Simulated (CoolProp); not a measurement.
1,2-dichloroethane at 486.79 K and 0.982 MPa is throttled through a valve to 0.654 MPa with no heat exchange. Each further row changes one setting.

The numbers come from the reference Helmholtz-energy equation of state, Thol 2015 in CoolProp.

| case | temperature change (K) | final density (kg/m³) |
|---|---|---|
| as stated | [?] | [?] |
| outlet pressure 0.196 MPa | [?] | [?] |
| outlet pressure 0.85 MPa | [?] | [?] |

Problem. What belongs in the gaps?

Solution. 
- as stated, temperature change (K): -5.2
- as stated, final density (kg/m³): 17.5
- outlet pressure 0.196 MPa, temperature change (K): -12.2
- outlet pressure 0.196 MPa, final density (kg/m³): 5.03
- outlet pressure 0.85 MPa, temperature change (K): -2.1
- outlet pressure 0.85 MPa, final density (kg/m³): 23.2
